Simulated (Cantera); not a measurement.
Source: NASA polynomial tables (part measured, part estimated), evaluated in Cantera. Values are per mole of reaction as written; species without (g) are pure solids or liquids, kept so even where they would boil at 1 bar. The tables' values for BOCl are old estimates.

Cl₂(g) + BOCl(g) → O(g) + BCl₃(g), with ΔH° = 162.5 kJ and ΔS° = -9.2 J/K at 300 K.

### Question
How far is the shortcut ΔG° ≈ ΔH°(300 K) − T·ΔS°(300 K) from the full temperature-dependent value at 1948, 2148, 2348, 2548, 2748, 2948 K?

### Answer
| T (K) | shortcut (kJ) | full (kJ) | difference (kJ) | difference in log10 K |
|---|---|---|---|---|
| 1948 | 180.5 | 168.8 | 11.7 | -0.31 |
| 2148 | 182.4 | 168.5 | 13.9 | -0.34 |
| 2348 | 184.2 | 168.1 | 16.1 | -0.36 |
| 2548 | 186.1 | 167.7 | 18.3 | -0.38 |
| 2748 | 187.9 | 167.3 | 20.6 | -0.39 |
| 2948 | 189.8 | 166.8 | 22.9 | -0.41 |
The shortcut ignores the heat-capacity change of the reaction.
